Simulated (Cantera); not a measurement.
Feed: 1 mol SiC, 0.058 mol H₂O, 41 mol H₂, equilibrated at 1400 K and 6000 Pa.

Equilibrium computed with Cantera from the NASA thermochemical tables; the gas is ideal and each condensed phase is pure. Candidate condensed phases: C, C₆H₆, C₇H₈, C₈H₁₈, H₂O, Si, SiC, SiO₂; 123 gas species. Mutual solubility and eutectic melting of coexisting phases are not modelled. The tables hold silica as quartz up to 1696 K and as liquid above; real silica turns to tridymite and cristobalite and melts near 1996 K. Kinetics and transport are ignored.

Base state: H₂ 0.999, CO 0.000598, SiO 0.000409, H 1.98e-5, CH₄ 1.11e-5 (mole fractions); condensed: SiC(s) + SiO₂(β-quartz).

Question: What changes in the equilibrium state with this change: H₂O from 0.058 to 0.4 mol?

Answer: 
```json
[
 {"species": "H₂", "before": "0.999", "after": "0.996"},
 {"species": "CO", "before": "0.000598", "after": "0.00326"},
 {"species": "SiO", "before": "0.000409", "after": "0.000233"},
 {"species": "CH₄", "before": "1.11e-5", "after": "3.41e-5"},
 {"species": "H", "before": "1.98e-5", "after": "1.98e-5"},
 {"species": "SiC(s), mol", "before": "0.975", "after": "0.863"},
 {"species": "SiO₂(β-quartz), mol", "before": "0.00823", "after": "0.127"}
]
```
